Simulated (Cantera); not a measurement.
An adiabatic, constant-volume homogeneous reactor starts with H₂ : O₂ : N₂ : NO = 1 : 1.11 : 4.18 : 0.0084 (molar parts), at 1375 K and 7500 Torr. Integrator tolerance rtol = 1e-08.

Cantera simulation using GRI-Mech 3.0 (53 species, 325 reactions); the numbers are that mechanism's predictions, not measurements. The hydrogen kinetics of GRI-Mech 3.0 are dated; newer H2 mechanisms differ, most at raised pressure. The mechanism lacks 2 NO + O2 → 2 NO2 and HONO, so NO2 and the effect of NO are under-described below about 1400 K.

Task: What does this change do: H2 1 to 0.42 parts?

Result: 
```tsv
quantity	before	after
time of steepest temperature rise	2.88 µs	3.99 µs
temperature at 1.00 s	2623 K	2011 K
equilibrium temperature	2623 K	2009 K
x(H₂) at 1.00 s	0.00136 (gas-phase equilibrium 0.00136)	1.59e-5 (gas-phase equilibrium 1.57e-5)
x(O₂) at 1.00 s	0.0936 (gas-phase equilibrium 0.0936)	0.161 (gas-phase equilibrium 0.160)
x(NO) at 1.00 s	0.0180 (gas-phase equilibrium 0.0180)	0.00614 (gas-phase equilibrium 0.00675)
x(H) at 1.00 s	0.000372 (gas-phase equilibrium 0.000372)	1.88e-6 (gas-phase equilibrium 1.84e-6)
x(H₂O₂) at 1.00 s	1.92e-6 (gas-phase equilibrium 1.92e-6)	2.20e-7 (gas-phase equilibrium 2.18e-7)
x(H₂O) at 1.00 s	0.165 (gas-phase equilibrium 0.165)	0.0758 (gas-phase equilibrium 0.0758)
x(HO₂) at 1.00 s	2.78e-5 (gas-phase equilibrium 2.78e-5)	4.09e-6 (gas-phase equilibrium 4.05e-6)
```

Task: What does this change do: pressure from 7500 Torr to 255 Torr?

Result: 
| quantity | before | after |
|---|---|---|
| time of steepest temperature rise | 2.88 µs | 64.4 µs |
| temperature at 1.00 s | 2623 K | 2516 K |
| equilibrium temperature | 2623 K | 2516 K |
| x(H₂) at 1.00 s | 0.00136 (gas-phase equilibrium 0.00136) | 0.00437 (gas-phase equilibrium 0.00437) |
| x(O₂) at 1.00 s | 0.0936 (gas-phase equilibrium 0.0936) | 0.0924 (gas-phase equilibrium 0.0924) |
| x(NO) at 1.00 s | 0.0180 (gas-phase equilibrium 0.0180) | 0.0149 (gas-phase equilibrium 0.0149) |
| x(H) at 1.00 s | 0.000372 (gas-phase equilibrium 0.000372) | 0.00236 (gas-phase equilibrium 0.00236) |
| x(H₂O₂) at 1.00 s | 1.92e-6 (gas-phase equilibrium 1.92e-6) | 2.64e-7 (gas-phase equilibrium 2.64e-7) |
| x(H₂O) at 1.00 s | 0.165 (gas-phase equilibrium 0.165) | 0.156 (gas-phase equilibrium 0.156) |
| x(HO₂) at 1.00 s | 2.78e-5 (gas-phase equilibrium 2.78e-5) | 8.78e-6 (gas-phase equilibrium 8.78e-6) |
